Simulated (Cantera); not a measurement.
Abatement and gas-phase synthesis: SF6 + O2 + H2

Charge: 1 mol SF6, 0.21 mol O2, 8.9 mol H2, equilibrated at 0.0100 bar.

Equilibrium computed with Cantera from the NASA thermochemical tables; the gas is ideal and each condensed phase is pure. Candidate condensed phases: H2O, H2SO4, S; 43 gas species. The numbers say what is thermodynamically allowed, not how fast it happens.

| T (°C) | x H | x HF | x H2 | x S | x H2O | x S2 | x O | x F | x SH |
|---|---|---|---|---|---|---|---|---|---|
| 1775 | 0.0146 | 0.479 | 0.425 | 0.00729 | 0.0298 | 0.0284 | 2.76e-6 | 8.17e-6 | 0.00872 |
| 1850 | 0.0232 | 0.475 | 0.420 | 0.0109 | 0.0283 | 0.0257 | 7.61e-6 | 1.73e-5 | 0.00960 |
| 1925 | 0.0357 | 0.471 | 0.411 | 0.0155 | 0.0266 | 0.0224 | 1.94e-5 | 3.49e-5 | 0.0102 |
| 2000 | 0.0530 | 0.464 | 0.399 | 0.0210 | 0.0247 | 0.0187 | 4.65e-5 | 6.74e-5 | 0.0105 |
| 2075 | 0.0763 | 0.457 | 0.382 | 0.0270 | 0.0226 | 0.0148 | 0.000105 | 0.000125 | 0.0104 |
| 2150 | 0.106 | 0.448 | 0.360 | 0.0330 | 0.0205 | 0.0111 | 0.000226 | 0.000225 | 0.00977 |
| 2225 | 0.144 | 0.436 | 0.334 | 0.0383 | 0.0184 | 0.00778 | 0.000466 | 0.000391 | 0.00880 |
| 2300 | 0.189 | 0.424 | 0.302 | 0.0426 | 0.0162 | 0.00520 | 0.000923 | 0.000666 | 0.00758 |
| 2375 | 0.240 | 0.410 | 0.266 | 0.0455 | 0.0137 | 0.00333 | 0.00174 | 0.00111 | 0.00628 |
| 2450 | 0.295 | 0.394 | 0.227 | 0.0474 | 0.0111 | 0.00209 | 0.00312 | 0.00182 | 0.00503 |
| 2525 | 0.352 | 0.378 | 0.187 | 0.0485 | 0.00833 | 0.00131 | 0.00517 | 0.00296 | 0.00394 |
| 2600 | 0.406 | 0.361 | 0.149 | 0.0493 | 0.00570 | 0.000824 | 0.00786 | 0.00478 | 0.00303 |
| 2675 | 0.456 | 0.344 | 0.115 | 0.0498 | 0.00353 | 0.000529 | 0.0108 | 0.00766 | 0.00231 |
| 2750 | 0.498 | 0.328 | 0.0864 | 0.0502 | 0.00199 | 0.000344 | 0.0136 | 0.0122 | 0.00173 |
x: gas mole fraction; nothing condenses.

From 1775 °C to 2750 °C nothing is condensed.
